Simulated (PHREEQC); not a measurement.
Consider water at 13 °C with 21 mmol/kgw CuSO4, 0.71 mmol/kgw HCl and 4.3 mmol/kgw KCl. Closed to the air; pH follows from the charge balance.

The numbers come from PHREEQC with the ion-association model, wateq4f.dat.

Precipitation was switched off in this run.

Q: Order these S species by the share of S that they hold, largest first: CuSO4, SO4-2, KSO4-, HSO4-.

A: SO4-2 (64 %), CuSO4 (34 %), HSO4- (1.1 %), KSO4- (0.66 %)

The pH is 3.39 and the ionic strength 0.0596 mol/kgw. Constants without temperature data keep their 25 °C values here.
